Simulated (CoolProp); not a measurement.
Model: reference Helmholtz-energy equation of state, de Reuck 1990, in CoolProp.

Give the vapour pressure (MPa), enthalpy of vaporisation (kJ/kg), vapour Z, surface tension (mN/m) of saturated fluorine at 131.3 K.


```tsv
T (K)	p (MPa)	enthalpy of vaporisation (kJ/kg)	vapour Z	surface tension (mN/m)
131.3	2.92	101	0.655	2.14
```

Surface tension comes from a separate correlation (Mulero 2012).
